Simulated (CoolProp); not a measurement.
n-perfluorohexane along the isotherm 450 K: Z from the reference equation and from simpler models built on Tc = 448.0 K, pc = 17.42 bar, ω = 0.497; each cubic takes its own stable root.

Model: reference Helmholtz-energy equation of state, Gao 2022, in CoolProp.

```csv
p (bar),phase,reference
15.8,gas,0.5340
31.7,supercritical,0.2651
47.5,supercritical,0.3690
63.3,supercritical,0.4715
79.2,supercritical,0.5726
95,supercritical,0.6712
111,supercritical,0.7695
127,supercritical,0.8662
142,supercritical,0.9558
158,supercritical,1.050
174,supercritical,1.144
```

### Question
How far does each simpler model (van der Waals, Redlich-Kwong, Soave-Redlich-Kwong, Peng-Robinson) lie from the reference over these 11 states: mean and median of the absolute difference, and the worst?

### Answer
- van der Waals: mean 42.3 %, median 44.1 %, worst +51.2 % at 450 K and 31.7 bar
- Redlich-Kwong: mean 13.1 %, median 11.8 %, worst +24.2 % at 450 K and 31.7 bar
- Soave-Redlich-Kwong: mean 13.4 %, median 11.9 %, worst +24.8 % at 450 K and 31.7 bar
- Peng-Robinson: mean 3.3 %, median 1.7 %, worst +12.4 % at 450 K and 31.7 bar
